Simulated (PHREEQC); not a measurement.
Spent oxide etchant (model solution)

Solution (80 °C): 0.0067 mol/kgw NH4HF2, 0.093 mol/kgw H2SiF6, 0.00015 mol/kgw H3PO4 and 0.0013 mol/kgw HCl. Closed to the air; pH follows from the charge balance.

Model: ion-association model, phreeqc.dat, run in PHREEQC.

Each row changes one thing in this solution. Precipitation was switched off in this run.

```csv
case,pH,ionic strength (mol/kgw),SiF6-2 (mol/kgw),HF (mol/kgw),H4SiO4 (mol/kgw),H3PO4 (mol/kgw),SI of SiO2(a) (SiO2)
as made,0.89,0.263,0.0871,0.0488,0.00594,0.000143,+0.13
HCl from 0.0013 to 0.00143 mol/kgw,0.89,0.263,0.0871,0.0488,0.00594,0.000143,+0.13
H2SiF6 from 0.093 to 0.0837 mol/kgw,(withheld),0.235,0.0780,0.0473,0.00568,0.000143,+0.11
H2SiF6 from 0.093 to 0.0093 mol/kgw,2.02,0.0256,0.00788,0.0212,0.00142,0.000101,-0.51
H3PO4 replaced by K3PO4 at the same molality,0.89,0.263,0.0871,0.0488,0.00593,0.000143,+0.13
diluted 10-fold with water,1.96,0.0194,0.00626,0.0191,0.00304,1.06e-5,(withheld)
diluted 2-fold with water,1.19,0.125,0.0413,0.0379,0.00524,6.92e-5,+0.06
HCl left out,0.89,0.261,0.0871,0.0488,0.00593,0.000143,+0.13
temperature from 80 to 10 °C,0.85,0.280,0.0930,(withheld),2.04e-5,0.000138,-1.82
```

What belongs in the gaps?


- H2SiF6 from 0.093 to 0.0837 mol/kgw, pH: 0.93
- diluted 10-fold with water, SI of SiO2(a) (SiO2): -0.18
- temperature from 80 to 10 °C, HF (mol/kgw): 0.0134

Species that the database lacks are ignored. Some of these states are supersaturated (in SiO2(a), Quartz (slow to form), Chalcedony (slow to form), for instance). Away from 25 °C the constants follow the database's enthalpies or fits; those with neither stay at their 25 °C values. SiF6-2 is the database's only silicon fluoride.
